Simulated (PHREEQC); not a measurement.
0.16 g of hydrous ferric oxide (600 m²/g; 0.2 weak and 0.005 strong sites per Fe, Dzombak-Morel constants, diffuse double layer) in 1 kg of water with 0.005 mol/kgw of an inert sodium salt and 2.2e-05 mol/kgw BaCl2, at 25 °C; the pH is set by adding NaOH or the inert anion's acid. Oxygen alone is held at its pressure in air (log pO2 = -0.68). No CO2 enters from the air. No solid was allowed to form.

All values are PHREEQC results (ion-association model, wateq4f.dat), not measurements.

```json
[
 {"pH": "3", "Ba sorbed (%)": "0.0", "surface charge σ (C/m²)": "0.303", "surface potential ψ (mV)": "215"},
 {"pH": "3.67", "Ba sorbed (%)": "0.0", "surface charge σ (C/m²)": "0.223", "surface potential ψ (mV)": "203"},
 {"pH": "4.33", "Ba sorbed (%)": "0.0", "surface charge σ (C/m²)": "0.148", "surface potential ψ (mV)": "183"},
 {"pH": "5", "Ba sorbed (%)": "0.0", "surface charge σ (C/m²)": "0.091", "surface potential ψ (mV)": "158"},
 {"pH": "5.67", "Ba sorbed (%)": "0.0", "surface charge σ (C/m²)": "0.051", "surface potential ψ (mV)": "129"},
 {"pH": "6.33", "Ba sorbed (%)": "0.1", "surface charge σ (C/m²)": "0.027", "surface potential ψ (mV)": "97"},
 {"pH": "7", "Ba sorbed (%)": "1.1", "surface charge σ (C/m²)": "0.013", "surface potential ψ (mV)": "62"},
 {"pH": "7.67", "Ba sorbed (%)": "11.9", "surface charge σ (C/m²)": "0.004", "surface potential ψ (mV)": "26"},
 {"pH": "8.33", "Ba sorbed (%)": "33.7", "surface charge σ (C/m²)": "-0.001", "surface potential ψ (mV)": "-8"},
 {"pH": "9", "Ba sorbed (%)": "44.2", "surface charge σ (C/m²)": "-0.008", "surface potential ψ (mV)": "-44"},
 {"pH": "9.67", "Ba sorbed (%)": "73.4", "surface charge σ (C/m²)": "-0.019", "surface potential ψ (mV)": "-79"},
 {"pH": "10.33", "Ba sorbed (%)": "96.9", "surface charge σ (C/m²)": "-0.036", "surface potential ψ (mV)": "-111"},
 {"pH": "11", "Ba sorbed (%)": "99.8", "surface charge σ (C/m²)": "-0.071", "surface potential ψ (mV)": "-140"}
]
```

Complexes and solids missing from the database can't appear. The oxide is taken as insoluble; below pH 4 it would dissolve.
